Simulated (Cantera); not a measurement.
Feed: 1 mol MgO, 1.4 mol H2S, 5.3 mol O2, held at 19.0 bar.

These are equilibrium values from Cantera (NASA tables, ideal gas, pure condensed phases), not measurements of a reactor. Candidate condensed phases: H2O, H2SO4, Mg, MgO, Mg(OH)2, MgS, MgSO4, S; 26 gas species. The numbers say what is thermodynamically allowed, not how fast it happens. All values below are at 1350 K.

Base state: O2 0.596, H2O 0.314, SO2 0.0693, SO3 0.0205, H2SO4 3.45e-5, OH 2.02e-5 (mole fractions); condensed: MgSO4(s).

Problem. What changes in the equilibrium state with this change: pressure from 19.0 bar to 1 atm?

Solution. 
```json
[
 {"species": "O2", "before": "0.596", "after": "0.530"},
 {"species": "H2O", "before": "0.314", "after": "0.235"},
 {"species": "SO2", "before": "0.0693", "after": "0.221"},
 {"species": "SO3", "before": "0.0205", "after": "0.0142"},
 {"species": "H2SO4", "before": "3.45e-5", "after": "9.55e-7"},
 {"species": "OH", "before": "2.02e-5", "after": "3.53e-5"},
 {"species": "MgSO4(s), mol", "before": "1.00", "after": "0"},
 {"species": "MgO(s), mol", "before": "0", "after": "1.00"}
]
```

Problem. What changes in the equilibrium state with this change: O2 from 5.3 to 0.099 mol?

Solution. 
```tsv
species	before	after
H2S	<1e-9	0.711
H2O	0.314	0.127
S2	<1e-9	0.0955
O2	0.596	<1e-9
SO3	0.0205	<1e-9
H2	1.91e-8	0.0648
SO2	0.0693	0.000170
SH	<1e-9	0.000658
S2O	<1e-9	0.000242
H2SO4	3.45e-5	<1e-9
MgSO4(s), mol	1.00	0
MgO(s), mol	0	1.00
```
